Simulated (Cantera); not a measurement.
What does this Cantera script print?

```python
import numpy as np
import cantera as ct

gas_names = """
    H HO2 H2 H2O H2O2 O OH O2 O3 V VO VO2
""".split()
cond_names = """
    H2O(s) H2O(L) V(cr) V(L) VO(s) VO(L) V2O3(s) V2O3(L) V2O4(I) V2O4(II) V2O4(L) V2O5(s) V2O5(L)
""".split()


# ... load() reads the species with a 1 bar reference pressure and builds the phases ...
atoms = {
    'V2O5': {'V': 2, 'O': 5},
    'H2': {'H': 2},
    'H2O': {'H': 2, 'O': 1},
}
top_T = {}  # K; cautious upper limits of use, not melting points


# ... equilibrate(T, P, feed) seeds the gas with the atoms and calls Mixture.equilibrate('TP', solver="vcs", rtol=1e-11, max_steps=5000) ...
results = []
feed = {'V2O5': 1, 'H2': 1300, 'H2O': 2.8}  # mol
P = 1333.22  # Pa
for T in [1125, 1175, 1225, 1275, 1325, 1375, 1425, 1475, 1525, 1575, 1625, 1675, 1725, 1775]:
    mix = equilibrate(T, P, feed)
    results.append((T, P, feed, dict(zip(mix.species_names, mix.species_moles))))

top = {s: max(r[3][s] / sum(r[3][g] for g in gas_names) for r in results) for s in gas_names}
cols = sorted((s for s in top if top[s] > 1e-05), key=lambda s: -top[s])[:8]
seen = [c for c in cond_names if any(r[3].get(c, 0) > 1e-12 for r in results)]
print("log10 of partial pressures in bar; condensed amounts in mol")
print(f"{'T/K':>10s}" + "".join(f"{s[:9]:>10s}" for s in cols + seen))
for T, P, feed, n in results:
    ng = sum(n[g] for g in gas_names)
    print(f"{T:10.4g}" + "".join(f"{np.log10(max(n[s] / ng * P / 1e5, 1e-99)):10.3f}" for s in cols)
          + "".join(f"{n.get(c, 0):10.4g}" for c in seen))
```

It prints:

```
log10 of partial pressures in bar; condensed amounts in mol
       T/K        H2       H2O         H     VO(s)   V2O3(s)
      1125    -1.877    -4.309    -8.291         0         1
      1175    -1.877    -4.309    -7.850         0         1
      1225    -1.877    -4.309    -7.445         0         1
      1275    -1.877    -4.309    -7.071         0         1
      1325    -1.877    -4.309    -6.725         0         1
      1375    -1.877    -4.309    -6.404         0         1
      1425    -1.877    -4.309    -6.104         0         1
      1475    -1.877    -4.309    -5.825         0         1
      1525    -1.877    -4.255    -5.565     1.258    0.3711
      1575    -1.877    -4.227    -5.320         2         0
      1625    -1.877    -4.227    -5.090     1.999         0
      1675    -1.877    -4.227    -4.874     1.998         0
      1725    -1.878    -4.227    -4.670     1.995         0
      1775    -1.878    -4.228    -4.478     1.988         0
```

Method: chemical equilibrium by Gibbs-energy minimisation in Cantera with the NASA 1993 tables (ideal gas, pure condensed phases). Mutual solubility and eutectic melting of coexisting phases are not modelled. VO: taken at fixed stoichiometry. Condensed phases not in the tables: the oxides between V2O3 and V2O5 other than VO2.
